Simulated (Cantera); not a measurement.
## Premixed flame

A freely propagating, adiabatic, planar premixed flame of 10.8 % CH4, 1.19 % C2H6, 18.4 % O2, 69.5 % N2, equivalence ratio 1.4, unburnt at 698 K and 1.01 bar; mixture-averaged transport, grid criteria slope 0.08 and curve 0.16, no radiation.

Computed with Cantera and GRI-Mech 3.0 (53 species, 325 reactions). Burning velocities carry a grid error of a few per cent, more on coarse grids.

| z (mm) | T (K) | u (m/s) | x CH4 | x C2H6 | x O2 | x C2H2 | x CO2 | x O |
|---|---|---|---|---|---|---|---|---|
| -1.17 | 698 | 1.16 | 0.108 | 0.0119 | 0.184 | 7.35e-8 | 4.32e-7 | <1e-8 |
| -0.781 | 702 | 1.18 | 0.107 | 0.0118 | 0.182 | 9.82e-7 | 6.15e-6 | <1e-8 |
| -0.586 | 716 | 1.21 | 0.105 | 0.0117 | 0.180 | 5.57e-6 | 3.69e-5 | <1e-8 |
| -0.391 | 804 | 1.37 | 0.0981 | 0.0112 | 0.172 | 5.38e-5 | 0.000389 | 1.29e-7 |
| -0.195 | 1212 | 2.13 | 0.0683 | 0.00784 | 0.132 | 0.000494 | 0.00382 | 9.86e-6 |
| -0.0977 | 1586 | 2.83 | 0.0389 | 0.00321 | 0.0878 | 0.00127 | 0.00939 | 8.19e-5 |
| 0 | 1923 | 3.49 | 0.0121 | 0.000257 | 0.0416 | 0.00213 | 0.0178 | 0.000292 |
| 0.0977 | 2098 | 3.82 | 0.00206 | 5.45e-6 | 0.0149 | 0.00131 | 0.0263 | 0.000446 |
| 0.195 | 2156 | 3.92 | 0.000294 | 1.29e-7 | 0.00494 | 0.000424 | 0.0329 | 0.000457 |
| 0.391 | 2182 | 3.96 | 8.77e-6 | <1e-8 | 0.000913 | 3.29e-5 | 0.0397 | 0.000401 |
| 0.781 | 2196 | 3.97 | 5.72e-8 | <1e-8 | 0.000407 | 4.18e-7 | 0.0427 | 0.000319 |
| 1.56 | 2213 | 4.00 | <1e-8 | <1e-8 | 0.000281 | <1e-8 | 0.0430 | 0.000224 |
| 3.13 | 2232 | 4.03 | <1e-8 | <1e-8 | 0.000165 | <1e-8 | 0.0429 | 0.000132 |
x: mole fraction of selected species; z is measured from the peak of heat release.

```yaml
laminar_burning_velocity: 116 cm/s
thermal_thickness: 0.391 mm
peak x(C2H2): 0.00213
peak x(O): 0.000462
grid_points: 144
```
